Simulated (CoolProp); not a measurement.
Vapour-liquid equilibrium of methanol (1) + toluene (2) at 172.65 °C; x and y are mole fractions of (1).

Computed with CoolProp (multi-fluid Helmholtz-energy mixture model, de Reuck 1993 and Lemmon 2006; pair parameters Bell 2016).

```tsv
x	bubble pressure, mixture model (kPa)	bubble pressure, Raoult's law (kPa)	y, mixture model	y, Raoult's law
0.05	___	541.0	___	0.215
0.2	1262	823.0	___	0.565
0.35	___	1105	0.708	0.737
0.5	1733	1387	___	0.839
0.65	1910	1669	0.812	0.906
0.8	2091	1951	___	0.954
0.95	2269	2233	___	0.990
```

Problem. Complete the blanks.

Solution. 
- 0.05, bubble pressure, mixture model (kPa): 733.6
- 0.05, y, mixture model: 0.371
- 0.2, y, mixture model: 0.633
- 0.35, bubble pressure, mixture model (kPa): 1539
- 0.5, y, mixture model: 0.759
- 0.8, y, mixture model: 0.880
- 0.95, y, mixture model: 0.967

The largest gap from Raoult's law is +53.3 % in bubble pressure, at x = 0.2. No azeotrope shows between x = 0.05 and 0.95.

Pair parameters are fitted to limited data, so mixtures are less certain than the pure fluids. With so large a gap from Raoult's law the liquid may split in two, which this calculation doesn't test in full.
